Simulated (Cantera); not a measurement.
Input: 1 mol C3H6, 0.76 mol H2O, 0.025 mol NH3, held at 1475 K.

Cantera equilibrium calculation (NASA polynomials, part measured and part estimated; ideal gas, pure solids and liquids). Candidate condensed phases: C, C6H6, C7H8, C8H18, H2O; 136 gas species. The ideal-gas law is rough above about 30 bar. Kinetics and transport are ignored.

Problem. What share of the C ends up in condensed phases as a function of P (Pa), at 10, 72, 520, 3700, 27000, 190000, 1400000, 10000000?

Solution. 
```tsv
P (Pa)	C condensed (%)	as
10	74.7	C(graphite)
72	74.7	C(graphite)
520	74.7	C(graphite)
3700	74.6	C(graphite)
27000	74.6	C(graphite)
190000	74.2	C(graphite)
1400000	71.4	C(graphite)
10000000	60.5	C(graphite)
```
